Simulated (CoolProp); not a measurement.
Vapour-liquid equilibrium of carbon dioxide (1) + C2F6 (R116) (2) at 1.19 MPa; x and y are mole fractions of (1).

Computed with CoolProp (multi-fluid Helmholtz-energy mixture model, Span 1996 and Lemmon 2006; pair parameters Bell 2016).

Q: Give the bubble temperature and the first vapour's composition at x = 0.2, 0.35, 0.5. Is there an azeotrope?

A: x = 0.2: -28.5 °C, y = 0.402; x = 0.35: -34.3 °C, y = 0.568; x = 0.5: -37.2 °C, y = 0.660. y crosses x between x = 0.65 and 0.8: the model has an azeotrope there.

Pair parameters are fitted to limited data, so mixtures are less certain than the pure fluids.
